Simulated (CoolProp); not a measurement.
Properties of CF4 (R14) along the isotherm -29.35 °C (Tc = -45.8 °C, pc = 37.62 bar, ω = 0.178).

Model: reference Helmholtz-energy equation of state, Platzer 1990, in CoolProp. This equation is an older, rougher fit; its heat capacities, sound speeds and derivatives of the liquid may be far off and weren't checked against measurements.

| p (bar) | phase | density (kg/m³) | viscosity (µPa s) |
|---|---|---|---|
| 4.7 | gas | ? | 14.7 |
| 9.41 | gas | 43.98 | 15.0 |
| 14.1 | gas | 68.68 | 15.5 |
| 18.8 | gas | 95.82 | 16.0 |
| 23.5 | gas | 126.0 | 16.6 |
| 28.2 | gas | 160.0 | 17.3 |
| 32.9 | gas | 199.4 | ? |
| 37.6 | gas | 246.4 | 19.4 |
| 42.3 | supercritical | ? | 21.0 |
| 47 | supercritical | 382.7 | ? |
| 51.7 | supercritical | 488.0 | 27.4 |
| 56.4 | supercritical | 610.7 | 33.5 |

Some entries are withheld; supply them.


- 4.7, density (kg/m³): 21.14
- 32.9, viscosity (µPa s): 18.2
- 42.3, density (kg/m³): 305.1
- 47, viscosity (µPa s): 23.4

Viscosity comes from a separate model (Huber 2003), an estimate that may be off by 10 % or more.
